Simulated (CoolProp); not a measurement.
Properties of n-decane along the isotherm 601 K.

Computed with CoolProp (reference Helmholtz-energy equation of state, Lemmon 2006). It is a short technical equation, of lower accuracy than the large ones.

```tsv
p (kPa)	phase	density (kg/m³)	cp (kJ/(kg K))	viscosity (µPa s)	conductivity (mW/(m K))
66.5	gas	1.918	2.863	10.3	38.7
118	gas	3.438	2.869	10.3	38.6
210	gas	(withheld)	2.882	10.4	38.5
374	gas	11.51	2.908	10.4	38.3
665	gas	22.01	2.969	10.5	38.1
1180	gas	46.76	3.196	11.3	39.0
2100	liquid	400.9	3.888	63.0	73.0
3740	liquid	438.9	3.516	75.1	76.2
6650	liquid	(withheld)	(withheld)	87.8	80.0
11800	liquid	(withheld)	3.293	104	(withheld)
21000	liquid	535.7	3.240	125	91.3
```

Complete the blanks.


- 210, density (kg/m³): 6.233
- 6650, density (kg/m³): 470.6
- 6650, cp (kJ/(kg K)): 3.374
- 11800, density (kg/m³): 502.1
- 11800, conductivity (mW/(m K)): 84.8

Viscosity comes from a separate model (Huber 2004). Thermal conductivity comes from a separate model (Huber 2005).
